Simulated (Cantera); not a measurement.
Charge: 1 mol CH3SiCl3, 0.12 mol CH4, 320 mol H2, at 1330 Pa.

Equilibrium computed with Cantera from the NASA thermochemical tables; the gas is ideal and each condensed phase is pure. Candidate condensed phases: C, C6H6, C7H8, C8H18, Si, SiC; 109 gas species. The feed counts by its element totals alone. Kinetics and transport are ignored.

x: gas mole fraction; n: condensed amount in mol.

```json
[
 {"T (K)": "1125", "x H2": "0.990", "x HCl": "0.00928", "x H": "3.83e-7", "x CH4": "0.000372", "x C2H2 (acetylene)": "[?]", "n SiC(s)": "1.000", "n C(graphite)": "0"},
 {"T (K)": "1175", "x H2": "0.990", "x HCl": "0.00928", "x H": "1.06e-6", "x CH4": "0.000250", "x C2H2 (acetylene)": "[?]", "n SiC(s)": "1.000", "n C(graphite)": "0.0391"},
 {"T (K)": "1225", "x H2": "0.991", "x HCl": "0.00928", "x H": "2.69e-6", "x CH4": "0.000172", "x C2H2 (acetylene)": "[?]", "n SiC(s)": "1.000", "n C(graphite)": "0.0645"},
 {"T (K)": "1275", "x H2": "0.991", "x HCl": "0.00928", "x H": "6.35e-6", "x CH4": "0.000121", "x C2H2 (acetylene)": "[?]", "n SiC(s)": "1.000", "n C(graphite)": "0.0807"},
 {"T (K)": "1325", "x H2": "0.991", "x HCl": "0.00928", "x H": "1.41e-5", "x CH4": "8.78e-5", "x C2H2 (acetylene)": "[?]", "n SiC(s)": "1.000", "n C(graphite)": "0.0913"},
 {"T (K)": "1375", "x H2": "0.991", "x HCl": "0.00928", "x H": "2.95e-5", "x CH4": "6.51e-5", "x C2H2 (acetylene)": "[?]", "n SiC(s)": "1.000", "n C(graphite)": "0.0981"},
 {"T (K)": "1425", "x H2": "0.991", "x HCl": "0.00928", "x H": "5.88e-5", "x CH4": "4.93e-5", "x C2H2 (acetylene)": "[?]", "n SiC(s)": "1.000", "n C(graphite)": "0.102"},
 {"T (K)": "1475", "x H2": "0.991", "x HCl": "0.00928", "x H": "0.000112", "x CH4": "3.80e-5", "x C2H2 (acetylene)": "[?]", "n SiC(s)": "0.999", "n C(graphite)": "0.104"},
 {"T (K)": "1525", "x H2": "0.990", "x HCl": "0.00927", "x H": "0.000204", "x CH4": "2.98e-5", "x C2H2 (acetylene)": "[?]", "n SiC(s)": "0.999", "n C(graphite)": "0.103"},
 {"T (K)": "1575", "x H2": "0.990", "x HCl": "0.00927", "x H": "0.000358", "x CH4": "2.38e-5", "x C2H2 (acetylene)": "[?]", "n SiC(s)": "0.999", "n C(graphite)": "0.0997"},
 {"T (K)": "1625", "x H2": "0.990", "x HCl": "0.00927", "x H": "0.000608", "x CH4": "1.92e-5", "x C2H2 (acetylene)": "[?]", "n SiC(s)": "0.999", "n C(graphite)": "0.0921"},
 {"T (K)": "1675", "x H2": "0.990", "x HCl": "0.00926", "x H": "0.00100", "x CH4": "1.57e-5", "x C2H2 (acetylene)": "[?]", "n SiC(s)": "0.998", "n C(graphite)": "0.0792"}
]
```

What belongs in the gaps?


- 1125, x C2H2 (acetylene): 2.21e-8
- 1175, x C2H2 (acetylene): 6.31e-8
- 1225, x C2H2 (acetylene): 1.61e-7
- 1275, x C2H2 (acetylene): 3.80e-7
- 1325, x C2H2 (acetylene): 8.43e-7
- 1375, x C2H2 (acetylene): 1.76e-6
- 1425, x C2H2 (acetylene): 3.49e-6
- 1475, x C2H2 (acetylene): 6.61e-6
- 1525, x C2H2 (acetylene): 1.20e-5
- 1575, x C2H2 (acetylene): 2.09e-5
- 1625, x C2H2 (acetylene): 3.52e-5
- 1675, x C2H2 (acetylene): 5.75e-5
